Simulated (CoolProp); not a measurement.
A single-stage vapour-compression cycle with C2F6 (R116): evaporating at 241.15 K (dew point), condensing at 279.15 K (bubble point), superheat 8 K, subcooling 0 K, compressor efficiency 0.8, no pressure losses. Each further row changes one setting.

Values from CoolProp's reference Helmholtz-energy equation of state, Lemmon 2006. It is a short technical equation, of lower accuracy than the large ones.

| case | cooling COP | pressure ratio | discharge temperature (K) | refrigerating effect (kJ/kg) | volumetric capacity (kJ/m³) |
|---|---|---|---|---|---|
| as stated | 3.06 | 3.02 | 289.8 | 51.6 | 2900 |
| evaporating temperature 246.15 K | 3.77 | 2.56 | 289.5 | 53.8 | 3580 |
| condensing temperature 274.15 K | 3.92 | 2.65 | 284.3 | 58.7 | 3310 |
| subcooling 5 K | 3.51 | 3.02 | 289.8 | 59.2 | 3330 |
| superheat 18 K | 3.25 | 3.02 | 298.6 | 59.4 | 3130 |
| compressor efficiency 0.7 | 2.68 | 3.02 | 292.0 | 51.6 | 2900 |
